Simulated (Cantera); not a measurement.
Cantera run:

```python
import numpy as np
import cantera as ct

gas_names = """
    C CH CH2 CH3 CH2OH CH3O CH4 CH3OH CO CO2 COOH C2 C2H CHCO,ketyl C2H2,acetylene C2H2,vinylidene
    CH2CO,ketene C2H3,vinyl CH3CO,acetyl C2H4 C2H4O,ethylen CH3CHO,ethanal CH3COOH (HCOOH)2 C2H5 C2H6
    CH3OCH3 C2H5OH C2O C3 C3H3,propargyl C3H4,allene C3H4,propyne C3H4,cyclo- C3H5,allyl C3H6,propylene
    C3H6,cyclo- C3H6O C3H7,n-propyl C3H7,i-propyl C3H8 C3H8O,1propanol C3H8O,2propanol C3O2 C4 C4H2
    C4H4,1,3-cyclo- C4H6,butadiene C4H6,2-butyne C4H6,cyclo- C4H8,1-butene C4H8,cis2-buten
    C4H8,tr2-butene C4H8,isobutene C4H8,cyclo- (CH3COOH)2 C4H9,n-butyl C4H9,i-butyl C4H9,s-butyl
    C4H9,t-butyl C4H10,isobutane C4H10,n-butane C5 C5H6,1,3cyclo- C5H8,cyclo- C5H10,1-pentene
    C5H10,cyclo- C5H11,pentyl C5H11,t-pentyl C5H12,n-pentane C5H12,i-pentane CH3C(CH3)2CH3 C6H2
    C6H5,phenyl C6H5O,phenoxy C6H6 C6H5OH,phenol C6H10,cyclo- C6H12,1-hexene C6H12,cyclo- C6H13,n-hexyl
    C7H7,benzyl C7H8 C7H8O,cresol C7H14,1-heptene C7H15,n-heptyl C7H16,n-heptane C8H8,styrene
    C8H10,ethylbenz C8H16,1-octene C8H17,n-octyl C8H18,isooctane C8H18,n-octane C9H19,n-nonyl
    C10H8,naphthale C10H21,n-decyl C12H9,o-bipheny C12H10,bipheny Ca CaO CaOH CaO2H2 Ca2 H HCO HO2 H2
    HCHO,formaldehy HCOOH H2O H2O2 O OH O2 O3
""".split()
cond_names = """
    C(gr) C6H6(L) C7H8(L) C8H18(L),n-octa Ca(a) Ca(b) Ca(L) CaCO3(caL) CaO(s) CaO(L) CaO2H2(s) H2O(s)
    H2O(L)
""".split()


def load(file, names, dense=False):
    # The tables refer to 1 bar. Condensed volumes are neglected.
    table = {s.name: s for s in ct.Species.list_from_file(file)}
    out = []
    for n in names:
        d = dict(table[n].input_data)
        d["thermo"] = dict(d["thermo"], **{"reference-pressure": 1e5})
        if dense:
            d["equation-of-state"] = {"model": "constant-volume", "density": "1e6 g/cm^3"}
        out.append(ct.Species.from_dict(d))
    return out


gas = ct.Solution(thermo="ideal-gas", species=load("nasa_gas.yaml", gas_names))
cond = {s.name: ct.Solution(thermo="fixed-stoichiometry", species=[s], name=s.name)
        for s in load("nasa_condensed.yaml", cond_names, dense=True)}
atoms = {
    'Ca(OH)2': {'Ca': 1, 'O': 2, 'H': 2},
    'H2O': {'H': 2, 'O': 1},
    'CO2': {'C': 1, 'O': 2},
}
top_T = {'C(gr)': 4500}  # K; cautious upper limits of use, not melting points


def equilibrate(T, P, feed):
    n = {}
    for name, mol in feed.items():
        for a, k in atoms[name].items():
            n[a] = n.get(a, 0.0) + k * mol
    gas.TPX = T, P, n
    mass = sum(n.values()) * gas.mean_molecular_weight
    gas.equilibrate("TP")
    valid = [c for c in cond.values() if c.min_temp <= T <= top_T.get(c.name, c.max_temp)]
    mix = ct.Mixture([(gas, mass / gas.mean_molecular_weight)] + [(c, 0.0) for c in valid])
    mix.T, mix.P = T, P
    mix.equilibrate("TP", solver="vcs", rtol=1e-11, max_steps=5000)
    return mix


results = []
feed = {'Ca(OH)2': 1, 'H2O': 0.07, 'CO2': 0.013}  # mol
T = 2073.15  # K
P = 13000  # Pa
mix = equilibrate(T, P, feed)
results.append((T, P, feed, dict(zip(mix.species_names, mix.species_moles))))
x = sorted(zip(gas.X, gas.species_names), reverse=True)
print(f"T = {T:g} K  P = {P:g} Pa  gas = {mix.phase_moles(0):.4g} mol")
print("   x: " + "  ".join(f"{s} {v:.3e}" for v, s in x if v > 0.001))
print("   condensed (mol): " + ("  ".join(f"{mix.phase(i).name} {mix.phase_moles(i):.4g}"
      for i in range(1, mix.n_phases) if mix.phase_moles(i) > 1e-12) or "none"))
```

Output:

```
T = 2073.15 K  P = 13000 Pa  gas = 1.095 mol
   x: H2O 9.578e-01  H2 1.579e-02  CO2 1.100e-02  O2 6.848e-03  OH 6.332e-03
   condensed (mol): CaO(s) 0.9998
```

Method: chemical equilibrium by Gibbs-energy minimisation in Cantera with the NASA 1993 tables (ideal gas, pure condensed phases).
